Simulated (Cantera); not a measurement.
Charge: 1 mol BN, 0.56 mol H₂O, 72 mol N₂, held at 1850 °C and 1.00 bar.

These are equilibrium values from Cantera (NASA tables, ideal gas, pure condensed phases), not measurements of a reactor. Candidate condensed phases: B, BN, B₂O₃, B₃O₃H₃, H₂O; 39 gas species. Rates play no part.

Base state: N₂ 0.988, H₂ 0.00656, HBO 0.00168, B₂O₂ 0.000984, BO 0.000964, B₂O₃ 0.000865, H 0.000291, HBO₂ 0.000224 (mole fractions); condensed: BN(s).

What changes in the equilibrium state with this change: temperature from 1850 °C to 652 °C?


| species | before | after |
|---|---|---|
| N₂ | 0.988 | 0.992 |
| H₂ | 0.00656 | 0.00762 |
| H₂O | 7.26e-6 | 7.55e-5 |
| HBO | 0.00168 | <1e-9 |
| HBO₂ | 0.000224 | 4.14e-8 |
| B₂O₂ | 0.000984 | <1e-9 |
| BO | 0.000964 | <1e-9 |
| BN(s), mol | 0.520 | 0.630 |
| B₂O₃(l), mol | 0 | 0.185 |
